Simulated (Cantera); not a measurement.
Cantera run:

```python
import numpy as np
import cantera as ct

gas_names = """
    SiH4 SiH2
""".split()
cond_names = """
    Si(cr) Si(L)
""".split()


# ... load() reads the species with a 1 bar reference pressure and builds the phases ...
species = {s.name: s for s in load("nasa_gas.yaml", gas_names) + load("nasa_condensed.yaml", cond_names)}
# Each term lists the table entries of one substance; the one whose range holds T is used.
reactions = {
    'Si + SiH4(g) = 2 SiH2(g)':
        [(-1, ['Si(cr)', 'Si(L)']), (-1, ['SiH4']), (2, ['SiH2'])],
}


def pick(names, T):
    return next(species[n] for n in names if species[n].thermo.min_temp <= T <= species[n].thermo.max_temp)


results = []
for label, terms in reactions.items():
    print(label)
    print("     T/K   dH/kJ  dS/(J/K)   dG/kJ   log10 K")
    for T in [1123, 1223, 1323, 1423, 1523, 1623, 1723, 1823, 1923, 2023, 2123]:
        used = [(nu, pick(names, T)) for nu, names in terms]
        dH = sum(nu * s.thermo.h(T) for nu, s in used) / 1e6
        dS = sum(nu * s.thermo.s(T) for nu, s in used) / 1e3
        dG = dH - T * dS / 1e3
        logK = -dG * 1e6 / (ct.gas_constant * T * np.log(10))
        results.append((label, T, dH, dS, dG, logK, [s.name for _, s in used]))
        print(f"{T:8g} {dH:8.1f} {dS:8.1f} {dG:8.1f} {logK:8.2f}")
```

It prints:

```
Si + SiH4(g) = 2 SiH2(g)
     T/K   dH/kJ  dS/(J/K)   dG/kJ   log10 K
    1123    460.4    198.7    237.3   -11.04
    1223    460.3    198.6    217.4    -9.29
    1323    459.9    198.3    197.6    -7.80
    1423    459.3    197.8    177.8    -6.53
    1523    458.6    197.3    158.0    -5.42
    1623    457.7    196.8    138.3    -4.45
    1723    406.5    166.5    119.6    -3.63
    1823    405.5    165.9    103.0    -2.95
    1923    404.4    165.4     86.5    -2.35
    2023    403.3    164.8     69.9    -1.81
    2123    402.1    164.2     53.5    -1.32
```

Cantera with NASA thermochemical tables; ideal gases at 1 bar, condensed phases pure. Condensed species are held in their standard states even where they would react or evaporate.
